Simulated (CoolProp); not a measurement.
Properties of R1123 along the isotherm 256.7 K (Tc = 331.7 K, pc = 4.549 MPa, ω = 0.243).

Computed with CoolProp (reference Helmholtz-energy equation of state, Akasaka 2020).

```csv
p (MPa),phase,cv (kJ/(kg K)),speed of sound (m/s),isothermal compressibility (1/MPa),fugacity coefficient
2.22,liquid,0.8237,603.0,[?],0.2715
4.44,liquid,0.8237,623.6,[?],[?]
6.67,liquid,0.8240,[?],0.003263,0.1041
8.89,liquid,0.8244,660.7,0.003034,0.08375
11.1,liquid,0.8250,677.5,0.002839,0.07187
13.3,liquid,0.8257,693.3,0.002671,0.06423
15.6,liquid,0.8266,709.1,0.002517,0.05878
17.8,liquid,0.8275,723.4,0.002388,[?]
20,liquid,0.8284,[?],0.002272,0.05246
```

**Question.** What belongs in the gaps?

**Answer.** 
- 2.22, isothermal compressibility (1/MPa): 0.003866
- 4.44, isothermal compressibility (1/MPa): 0.003536
- 4.44, fugacity coefficient: 0.1457
- 6.67, speed of sound (m/s): 642.8
- 17.8, fugacity coefficient: 0.05512
- 20, speed of sound (m/s): 737.2
